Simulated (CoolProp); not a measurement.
Vapour-liquid equilibrium of CH2F2 (R32) (1) + R152A (2) at 0.00189 MPa; x and y are mole fractions of (1).

Model: multi-fluid Helmholtz-energy mixture model, Tillner-Roth 1997 and Outcalt 1996; pair parameters Bell 2016, in CoolProp.

Q: Give the bubble temperature and the first vapour's composition at x = 0.05, 0.65, 0.95. Is there an azeotrope?

A: x = 0.05: 182.8 K, y = 0.256; x = 0.65: 169.2 K, y = 0.925; x = 0.95: 166.2 K, y = 0.992. No azeotrope shows between x = 0.05 and 0.95.

Pair parameters are fitted to limited data, so mixtures are less certain than the pure fluids.
